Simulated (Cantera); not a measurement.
A closed system holds: 1 mol Si, 1.9 mol HCl, 0.54 mol H2, 0.68 mol Cl2, held at 50000 Pa.

Cantera equilibrium calculation (NASA polynomials, part measured and part estimated; ideal gas, pure solids and liquids). Candidate condensed phases: Si; 19 gas species. The tables' values for SiCl3 are old estimates; treat these amounts as uncertain. Rates play no part.

log p: log10 of the partial pressure in bar; n: condensed amount in mol.

| T (K) | log p H2 | log p SiCl4 | log p SiHCl3 | log p HCl | log p SiCl3 | log p SiH2Cl2 | log p SiCl2 | n Si(s) |
|---|---|---|---|---|---|---|---|---|
| 800 | -0.51 | -0.84 | -1.34 | -3.06 | -4.24 | -2.93 | -5.59 | 0.131 |
| 825 | -0.51 | -0.84 | -1.34 | -2.92 | -4.03 | -2.92 | -5.28 | 0.132 |
| 850 | -0.51 | -0.84 | -1.34 | ? | -3.83 | -2.91 | ? | 0.133 |
| 875 | -0.51 | -0.84 | -1.35 | -2.66 | -3.65 | -2.90 | -4.70 | 0.134 |
| 900 | -0.52 | -0.84 | -1.35 | -2.54 | -3.48 | -2.89 | -4.44 | 0.135 |
| 925 | -0.52 | -0.84 | -1.36 | -2.43 | -3.31 | -2.89 | -4.19 | 0.136 |
| 950 | -0.52 | -0.84 | -1.36 | -2.33 | -3.16 | -2.88 | -3.96 | 0.137 |
| 975 | -0.52 | -0.84 | -1.37 | -2.23 | -3.01 | -2.88 | -3.73 | 0.139 |
| 1000 | -0.52 | -0.84 | -1.37 | -2.14 | -2.87 | -2.88 | -3.52 | 0.140 |
| 1025 | -0.52 | -0.84 | -1.38 | ? | -2.74 | -2.87 | ? | 0.142 |
| 1050 | -0.52 | -0.84 | -1.39 | -1.96 | -2.62 | -2.87 | -3.14 | 0.143 |

Question: Complete the blanks.

Answer: 
- 1025, log p HCl: -2.05
- 1025, log p SiCl2: -3.32
- 850, log p HCl: -2.79
- 850, log p SiCl2: -4.98
